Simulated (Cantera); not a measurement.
An adiabatic, constant-volume homogeneous reactor starts with H₂ : O₂ : N₂ : H₂O = 1 : 0.98 : 3.69 : 0.95 (molar parts), equivalence ratio 0.51, at 1473 K and 5.00 bar.

Model: the H2/O2 subset of GRI-Mech 3.0, which has no nitrogen chemistry, integrated in Cantera. The hydrogen kinetics of GRI-Mech 3.0 are dated; newer H2 mechanisms differ, most at raised pressure.

### Question
Predict: time of steepest temperature rise; temperature at 0.200 s; equilibrium temperature; x(H₂) at 0.200 s; x(O₂) at 0.200 s; x(H₂O) at 0.200 s; x(O) at 0.200 s; x(HO₂) at 0.200 s.

### Answer
```
Item                                                                Result
---------------------------------  ---------------------------------------
time of steepest temperature rise                                  4.44 µs
temperature at 0.200 s                                              2573 K
equilibrium temperature                                             2573 K
x(H₂) at 0.200 s                   0.00330 (gas-phase equilibrium 0.00330)
x(O₂) at 0.200 s                     0.0751 (gas-phase equilibrium 0.0751)
x(H₂O) at 0.200 s                      0.306 (gas-phase equilibrium 0.306)
x(O) at 0.200 s                    0.00199 (gas-phase equilibrium 0.00199)
x(HO₂) at 0.200 s                  2.35e-5 (gas-phase equilibrium 2.35e-5)
```
